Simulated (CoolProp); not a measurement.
A simple Rankine cycle with R365MFC: condensing at 292.15 K, boiler at 0.427 MPa, turbine inlet 375.4 K, turbine efficiency 0.65, pump efficiency 0.6, no recuperator. Each further row changes one setting.

The numbers come from the reference Helmholtz-energy equation of state, Lemmon 2016 in CoolProp.

```tsv
case	thermal efficiency (%)	net work (kJ/kg)	heat in (kJ/kg)	turbine exit temperature (K)	volume ratio over the turbine
as stated	9.8	27.2	278	343.6	9.72
turbine inlet 395.4 K	9.6	29.1	303	364.1	9.59
condensing temperature 284.15 K	10.8	31.3	289	339.5	13.7
boiler pressure 0.299 MPa	8.4	23.6	281	349.6	6.68
turbine efficiency 0.55	8.2	22.9	278	347.6	9.84
```
